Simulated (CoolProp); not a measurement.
The fluid at 419.58 K and 0.132 MPa flows at 11 m/s in a round tube of 12.7 mm bore and 0.25 µm roughness, fully developed (64/Re and Nu = 3.66 if laminar; Colebrook and Gnielinski if turbulent). The same conditions are run with several fluids, on thermodynamics alone (safety and materials aside).

The numbers come from the reference Helmholtz-energy equation of state of each fluid (C2F6 (R116): Lemmon 2006; ammonia: Gao 2020; n-pentane: Thol 2019; carbon dioxide: Span 1996; methane: Setzmann 1991) in CoolProp.

Q: Rank C2F6 (R116), ammonia, n-pentane, carbon dioxide, methane by Reynolds number, highest first.

A: n-pentane (41100), C2F6 (R116) (37800), carbon dioxide (11400), ammonia (6130), methane (5730)

```tsv
fluid	Darcy friction factor	pressure drop (Pa/m)	heat-transfer coefficient (W/(m² K))	mass flow (kg/h)
C2F6 (R116)	0.0223	557	166	26.3
ammonia	0.0353	109	66.8	3.24
n-pentane	0.0219	291	207	14.0
carbon dioxide	0.0299	238	69.5	8.37
methane	0.0360	104	77.5	3.05
```

Transport values come from each fluid's own correlations; those of C2F6 (R116), n-pentane are estimates that may be off by 10 % or more.
